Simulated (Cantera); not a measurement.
# Silicon nitride deposition: SiHCl3 + NH3

Feed: 1 mol SiHCl3, a varied amount of NH3, held at 1175 °C and 1330 Pa.

Method: chemical equilibrium by Gibbs-energy minimisation in Cantera with the NASA 1993 tables (ideal gas, pure condensed phases). Candidate condensed phases: NH4Cl, Si, Si3N4; 28 gas species. The tables' values for SiCl3 are old estimates; treat these amounts as uncertain. The numbers say what is thermodynamically allowed, not how fast it happens.

| n(NH3) (mol) | x H2 | x N2 | x HCl | x SiCl2 | n Si3N4(s) |
|---|---|---|---|---|---|
| 5.5 | 0.596 | 0.175 | 0.218 | 0.00905 | 0.289 |
| 7 | 0.624 | 0.188 | 0.181 | 0.00566 | 0.300 |
| 8.9 | 0.648 | 0.200 | 0.148 | 0.00351 | 0.309 |
| 11 | 0.666 | 0.208 | 0.123 | 0.00229 | 0.314 |
| 14 | 0.683 | 0.217 | 0.0991 | 0.00141 | 0.319 |
| 18 | 0.697 | 0.224 | 0.0785 | 0.000848 | 0.322 |
| 23 | 0.708 | 0.229 | 0.0623 | 0.000517 | 0.325 |
| 29 | 0.716 | 0.233 | 0.0499 | 0.000324 | 0.327 |
| 37 | 0.724 | 0.237 | 0.0394 | 0.000198 | 0.328 |
| 47 | 0.729 | 0.240 | 0.0312 | 0.000122 | 0.329 |
x: gas mole fraction; n: condensed amount in mol.

From 5.5 mol NH3 to 47 mol NH3 the condensed part is Si3N4(s). The main Si-bearing gas is SiCl2 throughout. The share of Si in condensed phases is highest at 47 mol NH3 (98.8 %) and lowest at 5.5 mol NH3 (86.8 %).
